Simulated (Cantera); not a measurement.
# Stirred combustor or abatement burner

A perfectly stirred reactor is fed with 23.7 % H2, 16.0 % O2, 60.2 % N2, at 1.01 bar; it is adiabatic with a 400 K inlet, and is followed from long to short residence time, starting on the burning branch (τ in s: 0.044, 0.017, 0.0063, 0.0024, 0.0009, 0.00034, 0.00013, 4.9e-05, 1.9e-05).

Detailed kinetics in Cantera: GRI-Mech 3.0 (53 species, 325 reactions).

```csv
τ (s),T (K),x H2,x O2,x OH,x N2O,x H,x NO,x H2O
0.044,2149,0.00156,0.0461,0.00547,2.82e-7,0.000249,0.000541,0.264
0.017,2138,0.00224,0.0462,0.00643,3.05e-7,0.000426,0.000291,0.262
0.0063,2115,0.00372,0.0464,0.00805,3.06e-7,0.000929,0.000164,0.259
0.0024,2073,0.00634,0.0468,0.0101,2.67e-7,0.00216,9.33e-5,0.254
0.00090,2001,0.0105,0.0479,0.0121,2.14e-7,0.00496,5.52e-5,0.246
0.00034,1895,0.0159,0.0500,0.0132,1.68e-7,0.0104,4.01e-5,0.235
0.00013,1752,0.0221,0.0535,0.0128,1.32e-7,0.0193,3.22e-5,0.222
4.9e-5,1574,0.0307,0.0596,0.0106,9.98e-8,0.0311,2.06e-5,0.205
1.9e-5,1340,0.0593,0.0770,0.00644,5.30e-8,0.0373,6.19e-6,0.171
```
x: mole fraction; the columns are a selection and need not sum to one.
